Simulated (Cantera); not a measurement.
An isothermal, constant-pressure homogeneous reactor starts with H₂ : O₂ : N₂ = 1.3 : 1 : 9.6 (molar parts), at 750 K and 13300 Pa. Integrator tolerance rtol = 1e-08.

Cantera simulation using the H2/O2 subset of GRI-Mech 3.0, which has no nitrogen chemistry; the numbers are that mechanism's predictions, not measurements. Radical loss at walls, strong at low pressure, is not modelled. Below about 950 K walls govern HO2 and H2O2 in real vessels. The temperature is held fixed by assumption; the heat of reaction is taken as removed at once.

**Question.** What does this change do: temperature 750 to 1273 K?

**Answer.** 
```
quantity                                            before                                      after
-----------------  ---------------------------------------  -----------------------------------------
x(H₂) at 10.0 s       0.109 (gas-phase equilibrium <1e-12)    9.85e-8 (gas-phase equilibrium 9.61e-8)
x(O₂) at 10.0 s      0.0840 (gas-phase equilibrium 0.0311)      0.0311 (gas-phase equilibrium 0.0311)
x(O) at 10.0 s       <1e-12 (gas-phase equilibrium <1e-12)    5.36e-8 (gas-phase equilibrium 5.23e-8)
x(HO₂) at 10.0 s    6.84e-9 (gas-phase equilibrium <1e-12)    4.47e-9 (gas-phase equilibrium 4.47e-9)
x(H₂O) at 10.0 s     5.17e-9 (gas-phase equilibrium 0.116)        0.116 (gas-phase equilibrium 0.116)
x(H₂O₂) at 10.0 s   5.05e-9 (gas-phase equilibrium <1e-12)  3.38e-10 (gas-phase equilibrium 3.30e-10)
x(OH) at 10.0 s    <1e-12 (gas-phase equilibrium 1.90e-10)    8.55e-6 (gas-phase equilibrium 8.44e-6)
```
